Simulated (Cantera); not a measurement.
# Reactions in the system H-O-Ta

Source: NASA polynomial tables (part measured, part estimated), evaluated in Cantera. Values are per mole of reaction as written; species without (g) are pure solids or liquids, kept so even where they would boil at 1 bar.

2 TaO2(g) + H2O(g) ⇌ Ta2O5 + 2 H(g)

```tsv
T (K)	ΔH° (kJ)	ΔS° (J/K)	ΔG° (kJ)	log10 K	condensed phases
300	-966.4	-376.4	-853.5	148.60	Ta2O5(s)
1625	-875.6	-264.7	-445.4	14.32	Ta2O5(s)
1675	-872.0	-262.5	-432.2	13.48	Ta2O5(s)
1725	-868.3	-260.4	-419.1	12.69	Ta2O5(s)
1775	-864.7	-258.3	-406.2	11.95	Ta2O5(s)
1825	-861.1	-256.3	-393.3	11.26	Ta2O5(s)
1875	-857.4	-254.3	-380.5	10.60	Ta2O5(s)
1925	-853.8	-252.4	-367.9	9.98	Ta2O5(s)
1975	-850.2	-250.6	-355.3	9.40	Ta2O5(s)
2025	-846.6	-248.8	-342.8	8.84	Ta2O5(s)
2075	-722.1	-188.3	-331.4	8.34	Ta2O5(l)
```
